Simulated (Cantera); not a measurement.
A closed system holds: 1 mol trisilylamine, 0.22 mol N2, 0.48 mol H2, held at 82.0 mbar.

Method: chemical equilibrium by Gibbs-energy minimisation in Cantera with the NASA 1993 tables (ideal gas, pure condensed phases). Candidate condensed phases: Si, Si3N4; 18 gas species. The feed counts by its element totals alone. Mutual solubility and eutectic melting of coexisting phases are not modelled. Gases not in the tables: Si2H6 and higher silanes. Equilibrium is a limit: real reactors are often held back by kinetics, nucleation or transport.

**Question.** At 1773 K, list the 5 most abundant gas species with their mole fractions, and the condensed phases.

**Answer.** H2 0.930, N2 0.0686, H 0.000958, Si 2.60e-5, SiH2 2.30e-5. Condensed: Si(l) + Si3N4(s).
